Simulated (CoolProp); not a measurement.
Properties of o-xylene along the isobar 5.17 bar.

Computed with CoolProp (reference Helmholtz-energy equation of state, Zhou 2012).

| T (K) | phase | Z | cp (kJ/(kg K)) | Joule-Thomson coefficient (K/MPa) | Prandtl number |
|---|---|---|---|---|---|
| 501.2 | gas | 0.8716 | 2.118 | 20.53 | 0.716 |
| 518.1 | gas | 0.8888 | 2.137 | 17.24 | 0.712 |
| 535.1 | gas | 0.9027 | 2.162 | 14.69 | 0.711 |
| 552.1 | gas | 0.9139 | 2.191 | 12.69 | 0.711 |
| 569.1 | gas | 0.9233 | 2.222 | 11.10 | 0.712 |
| 586 | gas | 0.9311 | 2.254 | 9.818 | 0.714 |
| 603 | gas | 0.9378 | 2.287 | 8.768 | 0.717 |
| 620 | gas | 0.9436 | 2.321 | 7.901 | 0.720 |

Viscosity comes from a separate model (Cao 2016). Thermal conductivity comes from a separate model (Mylona 2014).
